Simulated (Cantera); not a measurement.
Charge: 1 mol C2H5OH, a varied amount of H2, 0.33 mol N2, 0.011 mol NH3, held at 33.0 bar.

Cantera equilibrium calculation (NASA polynomials, part measured and part estimated; ideal gas, pure solids and liquids). Candidate condensed phases: C, C6H6, C7H8, C8H18, H2O; 136 gas species. The ideal-gas law is rough above about 30 bar. Kinetics and transport are ignored.

### Question
What condenses at these points (T in K, n(H2) in mol): (1548, 40); (1373, 4.1); (1573, 4.1); (1448, 40); (1498, 40)?

### Answer
| T (K) | n(H2) in mol | condensed phases | C condensed (%) |
|---|---|---|---|
| 1548 | 40 | gas only | 0.0 |
| 1373 | 4.1 | C | 20.9 |
| 1573 | 4.1 | C | 35.6 |
| 1448 | 40 | gas only | 0.0 |
| 1498 | 40 | gas only | 0.0 |
